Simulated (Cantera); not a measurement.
An adiabatic, constant-pressure homogeneous reactor starts with 42.6 % H₂, 15.3 % O₂, 42.1 % N₂, equivalence ratio 1.4, at 975 K and 5.00 bar.

Model: the H2/O2 subset of GRI-Mech 3.0, which has no nitrogen chemistry, integrated in Cantera. The hydrogen kinetics of GRI-Mech 3.0 are dated; newer H2 mechanisms differ, most at raised pressure.

Question: Predict: time of steepest temperature rise; temperature at 0.300 s; equilibrium temperature; x(H₂) at 0.300 s; x(O₂) at 0.300 s; x(HO₂) at 0.300 s; x(H) at 0.300 s; x(O) at 0.300 s; x(H₂O) at 0.300 s.

Answer: 
| Property | Result |
|---|---|
| time of steepest temperature rise | 16.6 ms |
| temperature at 0.300 s | 2916 K |
| equilibrium temperature | 2916 K |
| x(H₂) at 0.300 s | 0.139 (gas-phase equilibrium 0.139) |
| x(O₂) at 0.300 s | 0.00132 (gas-phase equilibrium 0.00132) |
| x(HO₂) at 0.300 s | 2.21e-6 (gas-phase equilibrium 2.21e-6) |
| x(H) at 0.300 s | 0.0204 (gas-phase equilibrium 0.0204) |
| x(O) at 0.300 s | 0.00138 (gas-phase equilibrium 0.00138) |
| x(H₂O) at 0.300 s | 0.335 (gas-phase equilibrium 0.335) |
